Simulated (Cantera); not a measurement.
Cantera run, input and output.

```python
import numpy as np
import cantera as ct

gas = ct.Solution("gri30.yaml")
gas.TPX = 1975, 110, {'C3H8': 1, 'H2': 4.8}
reactor = ct.IdealGasConstPressureReactor(gas, energy="off", clone=False)
net = ct.ReactorNet([reactor])
net.rtol, net.atol = 1e-08, 1e-18
show = ['C3H8', 'H2', 'CH2', 'C2H', 'C2H4', 'H', 'CH3']
times = np.geomspace(0.0001, 2, 15)

steps = ct.SolutionArray(gas, extra=["t"])
rows = []
print(f"{'t/s':>10s}{'T/K':>9s}{'P/Pa':>11s}" + "".join(f"{s:>11s}" for s in show))
for t in times:
    while net.time < t:
        t_next = net.step()
        steps.append(gas.state, t=t_next)
    rows.append([np.interp(t, steps.t, y) for y in (steps.T, steps.P, *steps(*show).X.T)])
    print(f"{t:10.3e}{rows[-1][0]:9.1f}{rows[-1][1]:11.4g}" + "".join(f"{x:11.3e}" for x in rows[-1][2:]))
rate = np.gradient(steps.T, steps.t)
print("integrator steps:", len(steps.t))
if steps.T.max() > steps.T[0] + 200:
    print(f"time of steepest temperature rise: {steps.t[rate.argmax()]:.4e} s")
gas.TPX = 1975, 110, {'C3H8': 1, 'H2': 4.8}
gas.equilibrate("TP")
print(f"equilibrium (TP): T = {gas.T:.1f} K  " + "  ".join(f"{s} {gas[s].X[0]:.3e}" for s in show))
```

Output:

```
       t/s      T/K       P/Pa       C3H8         H2        CH2        C2H       C2H4          H        CH3
 1.000e-04   1975.0        110  1.327e-01  8.002e-01  1.687e-05  5.778e-10  7.477e-03  2.468e-03  2.919e-02
 2.029e-04   1975.0        110  9.367e-02  7.702e-01  8.848e-05  1.547e-08  2.427e-02  4.435e-03  5.928e-02
 4.116e-04   1975.0        110  3.804e-02  7.150e-01  2.246e-04  4.569e-07  5.652e-02  9.057e-03  9.819e-02
 8.349e-04   1975.0        110  2.350e-03  6.668e-01  2.900e-04  9.817e-06  6.892e-02  1.850e-02  9.779e-02
 1.694e-03   1975.0        110  4.289e-06  6.862e-01  1.986e-04  2.607e-05  3.968e-02  1.611e-02  6.050e-02
 3.436e-03   1975.0        110  3.058e-07  7.106e-01  1.255e-04  2.658e-05  1.880e-02  1.149e-02  3.811e-02
 6.971e-03   1975.0        110  1.308e-07  7.305e-01  8.271e-05  2.328e-05  8.356e-03  8.632e-03  2.504e-02
 1.414e-02   1975.0        110  5.342e-08  7.480e-01  5.583e-05  1.983e-05  4.023e-03  6.788e-03  1.672e-02
 2.869e-02   1975.0        110  2.023e-08  7.641e-01  3.827e-05  1.718e-05  2.127e-03  5.582e-03  1.118e-02
 5.820e-02   1975.0        110  7.219e-09  7.791e-01  2.758e-05  1.588e-05  1.110e-03  4.957e-03  7.581e-03
 1.181e-01   1975.0        110  2.318e-09  7.932e-01  2.149e-05  1.622e-05  5.367e-04  4.897e-03  5.155e-03
 2.395e-01   1975.0        110  5.483e-10  8.057e-01  1.729e-05  1.818e-05  2.155e-04  5.339e-03  3.280e-03
 4.860e-01   1975.0        110  7.477e-11  8.148e-01  1.331e-05  2.214e-05  6.530e-05  6.370e-03  1.806e-03
 9.859e-01   1975.0        110  4.504e-12  8.186e-01  9.162e-06  2.997e-05  1.558e-05  8.518e-03  8.051e-04
 2.000e+00   1975.0        110  8.287e-14  8.171e-01  4.993e-06  4.550e-05  4.451e-06  1.284e-02  2.637e-04
integrator steps: 1294
equilibrium (TP): T = 1975.0 K  C3H8 1.274e-19  H2 7.956e-01  CH2 3.094e-07  C2H 1.335e-04  C2H4 1.129e-06  H 3.707e-02  CH3 5.207e-06
```

Detailed kinetics in Cantera: GRI-Mech 3.0 (53 species, 325 reactions). GRI-Mech 3.0 was tuned for natural gas; its chemistry of propane as a main component is partial and can be far from experiment. GRI-Mech 3.0 stops at C3 and has no aromatics, soot or wall deposition, so with more carbon than oxygen in the feed, carbon stays in small species such as C2H2 where larger ones or solid carbon would form. Radical loss at walls, strong at low pressure, is not modelled.
